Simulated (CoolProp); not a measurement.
The numbers come from the reference Helmholtz-energy equation of state, Wagner 2002 in CoolProp.

Problem. For water, give the phase and the Z, cp (kJ/(kg K)), speed of sound (m/s), isothermal compressibility (1/MPa) at 512.5 K and 100000 kPa; 615.2 K and 100000 kPa; 683.7 K and 100000 kPa.

Solution. 
- 512.5 K and 100000 kPa: liquid; Z 0.477, cp 4.22, speed of sound 1530, isothermal compressibility 0.000649
- 615.2 K and 100000 kPa: liquid; Z 0.456, cp 4.57, speed of sound 1260, isothermal compressibility 0.00129
- 683.7 K and 100000 kPa: supercritical; Z 0.468, cp 4.97, speed of sound 1060, isothermal compressibility 0.00233
